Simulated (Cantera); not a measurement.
Cantera run, input and output.

```python
import numpy as np
import cantera as ct

gas = ct.Solution("gri30.yaml")
gas.TPX = 1100, 7100, {'N2O': 9.1, 'H2O': 0.0089}
reactor = ct.IdealGasConstPressureReactor(gas, energy="off", clone=False)
net = ct.ReactorNet([reactor])
net.rtol, net.atol = 1e-08, 1e-18
show = ['N2O', 'H2O', 'HO2', 'O', 'NO']
times = np.geomspace(0.0001, 90, 14)

steps = ct.SolutionArray(gas, extra=["t"])
rows = []
print(f"{'t/s':>10s}{'T/K':>9s}{'P/Pa':>11s}" + "".join(f"{s:>11s}" for s in show))
for t in times:
    while net.time < t:
        t_next = net.step()
        steps.append(gas.state, t=t_next)
    rows.append([np.interp(t, steps.t, y) for y in (steps.T, steps.P, *steps(*show).X.T)])
    print(f"{t:10.3e}{rows[-1][0]:9.1f}{rows[-1][1]:11.4g}" + "".join(f"{x:11.3e}" for x in rows[-1][2:]))
rate = np.gradient(steps.T, steps.t)
print("integrator steps:", len(steps.t))
if steps.T.max() > steps.T[0] + 200:
    print(f"time of steepest temperature rise: {steps.t[rate.argmax()]:.4e} s")
gas.TPX = 1100, 7100, {'N2O': 9.1, 'H2O': 0.0089}
gas.equilibrate("TP")
print(f"equilibrium (TP): T = {gas.T:.1f} K  " + "  ".join(f"{s} {gas[s].X[0]:.3e}" for s in show))
```

Output:

```
       t/s      T/K       P/Pa        N2O        H2O        HO2          O         NO
 1.000e-04   1100.0       7100  9.990e-01  9.771e-04  4.390e-13  1.874e-07  1.206e-08
 2.871e-04   1100.0       7100  9.990e-01  9.771e-04  7.586e-12  3.017e-07  6.685e-08
 8.242e-04   1100.0       7100  9.990e-01  9.771e-04  9.590e-11  3.321e-07  2.647e-07
 2.366e-03   1100.0       7100  9.990e-01  9.771e-04  9.014e-10  3.324e-07  8.447e-07
 6.793e-03   1100.0       7100  9.990e-01  9.770e-04  6.804e-09  3.324e-07  2.510e-06
 1.950e-02   1100.0       7100  9.989e-01  9.770e-04  3.798e-08  3.324e-07  7.286e-06
 5.599e-02   1100.0       7100  9.986e-01  9.768e-04  1.249e-07  3.323e-07  2.091e-05
 1.607e-01   1100.0       7100  9.977e-01  9.764e-04  2.100e-07  3.320e-07  5.870e-05
 4.615e-01   1100.0       7100  9.952e-01  9.755e-04  1.636e-07  3.306e-07  1.609e-04
 1.325e+00   1100.0       7100  9.881e-01  9.731e-04  9.140e-08  3.267e-07  4.499e-04
 3.804e+00   1100.0       7100  9.681e-01  9.666e-04  4.402e-08  3.218e-07  1.297e-03
 1.092e+01   1100.0       7100  9.138e-01  9.488e-04  1.763e-08  3.190e-07  3.662e-03
 3.135e+01   1100.0       7100  7.788e-01  9.048e-04  6.161e-09  3.164e-07  9.548e-03
 9.000e+01   1100.0       7100  5.106e-01  8.175e-04  1.898e-09  3.096e-07  2.116e-02
integrator steps: 1182
equilibrium (TP): T = 1100.0 K  N2O 1.822e-09  H2O 6.515e-04  HO2 2.348e-10  O 5.441e-09  NO 9.898e-05
```

Computed with Cantera and GRI-Mech 3.0 (53 species, 325 reactions). GRI-Mech 3.0 was tuned for natural gas; its chemistry of N2O as a main component is partial and can be far from experiment. The mechanism lacks the step 2 NO + O2 → 2 NO2, which can matter for NO2 below about 1400 K. The temperature is held fixed by assumption; the heat of reaction is taken as removed at once.
